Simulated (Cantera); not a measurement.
## Carbothermic reduction: Cu₂O + CH₄ + N₂

Feed: 1 mol Cu₂O, 0.86 mol CH₄, 16 mol N₂, at 2375 °C.

Method: chemical equilibrium by Gibbs-energy minimisation in Cantera with the NASA 1993 tables (ideal gas, pure condensed phases). Candidate condensed phases: C, C₆H₆, C₇H₈, C₈H₁₈, Cu, CuO, Cu(OH)₂, Cu₂O, H₂O; 139 gas species. The numbers say what is thermodynamically allowed, not how fast it happens.

| P (Pa) | log p N₂ | log p H | log p Cu | log p H₂ | log p CO | log p H₂O | log p O | log p OH | n Cu(l) |
|---|---|---|---|---|---|---|---|---|---|
| 10 | -4.15 | -4.82 | -5.05 | -6.98 | -5.42 | -9.72 | -6.22 | -8.18 | 0 |
| 52 | -3.43 | -4.13 | -4.33 | -5.59 | -4.70 | -7.65 | -5.54 | -6.81 | 0 |
| 270 | -2.71 | -3.49 | -3.61 | -4.32 | -3.98 | -5.81 | -4.96 | -5.59 | 0 |
| 1400 | -1.98 | -2.97 | -2.88 | -3.27 | -3.26 | -4.43 | -4.63 | -4.74 | 0 |
| 7200 | -1.26 | -2.53 | -2.16 | -2.39 | -2.54 | -3.47 | -4.55 | -4.22 | 0 |
| 37000 | -0.55 | -2.14 | -1.45 | -1.61 | -1.82 | -2.68 | -4.55 | -3.83 | 0 |
| 190000 | 0.17 | -1.76 | -0.74 | -0.86 | -1.11 | -1.94 | -4.55 | -3.46 | 0 |
| 1000000 | 0.92 | -1.38 | -0.41 | -0.10 | -0.36 | -1.18 | -4.56 | -3.08 | 1.22 |
log p: log10 of the partial pressure in bar; n: condensed amount in mol.

From 0.000100 bar to 1.90 bar nothing is condensed. At 10.0 bar the condensed part is Cu(l). The main Cu-bearing gas is Cu throughout.
